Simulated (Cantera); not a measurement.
Feed: 1 mol CCl4, at 160 Pa.

These are equilibrium values from Cantera (NASA tables, ideal gas, pure condensed phases), not measurements of a reactor. Candidate condensed phases: C; 14 gas species. The tables' values for CCl are old estimates; treat these amounts as uncertain. The numbers say what is thermodynamically allowed, not how fast it happens.

x: gas mole fraction; n: condensed amount in mol.

| T (K) | x Cl | x C3 | x C | x Cl2 | x C2 | x C5 | n C(graphite) |
|---|---|---|---|---|---|---|---|
| 1848 | 0.990 | 2.99e-10 | 5.49e-10 | 0.0101 | 2.48e-11 | <1e-12 | 1.000 |
| 1998 | 0.997 | ? | ? | ? | ? | ? | 1.000 |
| 2148 | 0.999 | 5.13e-7 | 3.70e-7 | 0.00102 | 4.44e-8 | 2.58e-10 | 1.000 |
| 2298 | 1.000 | 1.01e-5 | 5.06e-6 | 0.000402 | 8.94e-7 | 1.15e-8 | 1.000 |
| 2448 | 1.000 | ? | ? | ? | ? | ? | 0.998 |
| 2598 | 0.998 | 0.00134 | 0.000380 | 8.55e-5 | 0.000126 | 6.04e-6 | 0.981 |
| 2748 | 0.986 | 0.0103 | 0.00231 | 4.37e-5 | 0.000993 | 8.18e-5 | 0.856 |
| 2898 | 0.918 | 0.0632 | 0.0116 | 2.12e-5 | 0.00629 | 0.000840 | 0.0477 |

Question: Complete the blanks.

Answer: 
- 1998, x C3: 1.65e-8
- 1998, x C: 1.82e-8
- 1998, x Cl2: 0.00297
- 1998, x C2: 1.39e-9
- 1998, x C5: 3.22e-12
- 2448, x C3: 0.000136
- 2448, x C: 5.01e-5
- 2448, x Cl2: 0.000177
- 2448, x C2: 1.24e-5
- 2448, x C5: 3.21e-7
